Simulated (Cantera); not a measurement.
Charge: 1 mol AlN, 10 mol O2, 29 mol H2, held at 2123 K and 0.00900 Torr.

Method: chemical equilibrium by Gibbs-energy minimisation in Cantera with the NASA 1993 tables (ideal gas, pure condensed phases). Candidate condensed phases: Al, AlN, Al2O3, H2O; 35 gas species. The tables' values for AlOH are old estimates; treat these amounts as uncertain. Equilibrium is a limit: real reactors are often held back by kinetics, nucleation or transport.

Base state: H 0.447, H2 0.186, H2O 0.177, O 0.0893, OH 0.0525, O2 0.0361, N2 0.0103, NO 0.000500 (mole fractions); condensed: Al2O3(s).

**Question.** What changes in the equilibrium state with this change: temperature from 2123 K to 1823.15 K?

**Answer.** 
```json
[
 {"species": "H2O", "before": "0.177", "after": "0.587"},
 {"species": "H2", "before": "0.186", "after": "0.314"},
 {"species": "H", "before": "0.447", "after": "0.0702"},
 {"species": "O", "before": "0.0893", "after": "0.00157"},
 {"species": "O2", "before": "0.0361", "after": "0.00129"},
 {"species": "OH", "before": "0.0525", "after": "0.00913"},
 {"species": "N2", "before": "0.0103", "after": "0.0162"},
 {"species": "AlO2H", "before": "0.000183", "after": "3.86e-6"},
 {"species": "Al", "before": "5.07e-5", "after": "1.46e-8"},
 {"species": "AlO", "before": "0.000210", "after": "1.32e-7"},
 {"species": "AlOH", "before": "4.29e-5", "after": "3.75e-7"},
 {"species": "NO", "before": "0.000500", "after": "5.05e-5"},
 {"species": "Al2O3(s), mol", "before": "0.488", "after": "0.500"}
]
```
